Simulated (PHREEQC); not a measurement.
Solution (83 °C): 0.11 mol HF, 0.43 mol Na2HPO4 and 0.00087 mol KCl per kg of water. Closed to the air; pH follows from the charge balance.

Equilibrium calculation in PHREEQC: ion-association model, phreeqc.dat.

No solid was allowed to form.

**Question.** Order these P species by the share of P that they hold, largest first: NaHPO4-, H2PO4-, HPO4-2.

**Answer.** HPO4-2 (60 %), H2PO4- (26 %), NaHPO4- (14 %)

The pH is 6.80 and the ionic strength 1.05 mol/kgw. Ionic strength above about 0.7 mol/kgw puts this run outside the model's range. Away from 25 °C the constants follow the database's enthalpies or fits; those with neither stay at their 25 °C values.
